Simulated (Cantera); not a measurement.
Low-pressure radical oxidation in H2/O2

An isothermal, constant-pressure homogeneous reactor starts with H₂ : O₂ = 0.36 : 1 (molar parts), at 925 K and 350 Pa.

Detailed kinetics in Cantera: the H2/O2 subset of GRI-Mech 3.0, which has no nitrogen chemistry. Radical loss at walls, strong at low pressure, is not modelled. Below about 950 K walls govern HO2 and H2O2 in real vessels. The temperature is held fixed by assumption; the heat of reaction is taken as removed at once.

```tsv
t (s)	x H₂	x O₂	x HO₂	x H₂O₂	x OH
0.000200	0.265	0.735	1.08e-11	<1e-12	<1e-12
0.000447	0.265	0.735	2.41e-11	<1e-12	1.71e-12
0.00100	0.265	0.735	5.41e-11	<1e-12	5.90e-12
0.00224	0.265	0.735	1.22e-10	<1e-12	2.93e-11
0.00500	0.265	0.735	3.05e-10	<1e-12	4.70e-10
0.0112	0.265	0.735	1.45e-8	4.75e-12	1.76e-7
0.0250	0.102	0.666	3.88e-6	8.51e-8	0.00463
0.0560	0.0101	0.655	5.78e-6	7.15e-8	0.00328
0.125	0.00322	0.685	6.27e-6	1.25e-7	0.00176
0.280	0.000447	0.694	4.16e-6	1.43e-7	0.000544
0.626	5.84e-5	0.695	1.50e-6	9.65e-8	0.000183
1.40	9.44e-6	0.695	4.07e-7	5.00e-8	7.71e-5
3.13	1.93e-6	0.695	1.15e-7	2.53e-8	3.80e-5
7.00	5.00e-7	0.695	3.71e-8	1.33e-8	2.08e-5
```
x: mole fraction; the columns are a selection and need not sum to one.

Equilibrium at this temperature and pressure: H₂ 4.86e-11, O₂ 0.695, HO₂ 2.65e-10, H₂O₂ 1.50e-11, OH 2.29e-7 (gas phase only).
